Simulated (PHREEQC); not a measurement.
1 kg of water holding 0.018 mol/kgw NaOH, 0.022 mol/kgw NaCl and 0.019 mol/kgw Na2SO4 is evaporated at 25 °C; the solids stay in contact with the brine. No CO2 enters from the air. Only these solids could form: Halite, Mirabilite, Thenardite.

The series has 28 steps of water left (kg), from 1 to 0.005012.

The numbers come from PHREEQC with the Pitzer model, pitzer.dat.

Q: Which solids form, in which order, and at which step of the series does each first stand?

A: Thenardite from water left = 0.01099 kg (pH 14.12); Halite from water left = 0.005012 kg (pH 14.66).

Complexes and solids missing from the database can't appear.
